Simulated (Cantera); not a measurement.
**Reactions in the system Ca-O-S**

Cantera with NASA thermochemical tables; ideal gases at 1 bar, condensed phases pure. Values are per mole of reaction as written; species without (g) are pure solids or liquids, kept so even where they would boil at 1 bar.

2 O(g) + 2 CaS ⇌ S₂(g) + 2 CaO

```csv
T (K),ΔH° (kJ),ΔS° (J/K),ΔG° (kJ),log10 K
723,-698.6,-141.7,-596.2,43.07
873,-699.6,-143.0,-574.8,34.39
1023,-700.5,-143.9,-553.3,28.25
1173,-701.2,-144.5,-531.6,23.67
1323,-701.8,-145.0,-509.9,20.13
1473,-702.2,-145.3,-488.2,17.31
1623,-702.5,-145.5,-466.3,15.01
1773,-702.8,-145.7,-444.5,13.10
1923,-702.9,-145.8,-422.6,11.48
2073,-703.0,-145.8,-400.8,10.10
```
